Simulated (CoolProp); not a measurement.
Ammonia along the isotherm 57.15 °C: fugacity coefficient from the reference equation and from simpler models built on Tc = 132.4 °C, pc = 11360 kPa, ω = 0.256; each cubic takes its own stable root.

Computed with CoolProp (reference Helmholtz-energy equation of state, Gao 2020).

| p (kPa) | phase | reference | van der Waals | Redlich-Kwong | Peng-Robinson |
|---|---|---|---|---|---|
| 355 | gas | 0.9755 | 0.9849 | 0.9811 | 0.9783 |
| 710 | gas | 0.9510 | ___ | 0.9622 | 0.9566 |
| 1070 | gas | 0.9262 | 0.9546 | 0.9431 | 0.9349 |
| 1420 | gas | 0.9021 | ___ | 0.9246 | 0.9138 |
| 1780 | gas | 0.8773 | 0.9246 | 0.9056 | 0.8922 |
| 2130 | gas | 0.8530 | ___ | 0.8872 | 0.8713 |
| 2490 | liquid | ___ | 0.8944 | 0.8682 | 0.8371 |
| 2840 | liquid | 0.7169 | 0.8795 | 0.8498 | 0.7372 |
| 3200 | liquid | 0.6388 | 0.8641 | 0.8247 | 0.6572 |
| 3550 | liquid | 0.5781 | 0.8491 | 0.7474 | 0.5951 |
| 3910 | liquid | 0.5270 | 0.8335 | 0.6822 | 0.5428 |
| 4260 | liquid | ___ | 0.8182 | 0.6295 | 0.5004 |
| 4620 | liquid | 0.4496 | 0.8023 | 0.5836 | 0.4635 |
| 4970 | liquid | 0.4196 | 0.7627 | 0.5454 | 0.4328 |
| 5330 | liquid | 0.3928 | 0.7167 | ___ | 0.4054 |
| 5680 | liquid | 0.3700 | 0.6775 | 0.4823 | 0.3821 |

Complete the blanks.


- 710, van der Waals: 0.9699
- 1420, van der Waals: 0.9398
- 2130, van der Waals: 0.9097
- 2490, reference: 0.8144
- 4260, reference: 0.4856
- 5330, Redlich-Kwong: 0.5113

At some of these states van der Waals, Redlich-Kwong gives the other phase, because its saturation line lies elsewhere.
